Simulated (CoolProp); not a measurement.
Vapour-liquid equilibrium of p-xylene (1) + n-nonane (2) at 0.204 MPa; x and y are mole fractions of (1).

Model: multi-fluid Helmholtz-energy mixture model, Zhou 2012 and Lemmon 2006; pair parameters Bell 2016, in CoolProp.

```json
[
 {"x": "0.05", "bubble temperature, mixture model (°C)": "178.5", "bubble temperature, Raoult's law (°C)": "178.6", "y, mixture model": "0.066", "y, Raoult's law": "0.065"},
 {"x": "0.2", "bubble temperature, mixture model (°C)": "176.2", "bubble temperature, Raoult's law (°C)": "176.5", "y, mixture model": "___", "y, Raoult's law": "0.250"},
 {"x": "0.35", "bubble temperature, mixture model (°C)": "___", "bubble temperature, Raoult's law (°C)": "174.5", "y, mixture model": "___", "y, Raoult's law": "0.418"},
 {"x": "0.5", "bubble temperature, mixture model (°C)": "172.3", "bubble temperature, Raoult's law (°C)": "172.6", "y, mixture model": "0.563", "y, Raoult's law": "0.572"},
 {"x": "0.65", "bubble temperature, mixture model (°C)": "170.5", "bubble temperature, Raoult's law (°C)": "170.7", "y, mixture model": "0.705", "y, Raoult's law": "0.714"},
 {"x": "0.8", "bubble temperature, mixture model (°C)": "168.8", "bubble temperature, Raoult's law (°C)": "168.9", "y, mixture model": "0.837", "y, Raoult's law": "0.843"},
 {"x": "0.95", "bubble temperature, mixture model (°C)": "167.1", "bubble temperature, Raoult's law (°C)": "167.2", "y, mixture model": "0.961", "y, Raoult's law": "0.962"}
]
```

### Question
What belongs in the gaps?

### Answer

- 0.2, y, mixture model: 0.248
- 0.35, bubble temperature, mixture model (°C): 174.1
- 0.35, y, mixture model: 0.412

The largest gap from Raoult's law is -0.4 K in bubble temperature, at x = 0.35. No azeotrope shows between x = 0.05 and 0.95.

Pair parameters are fitted to limited data, so mixtures are less certain than the pure fluids.
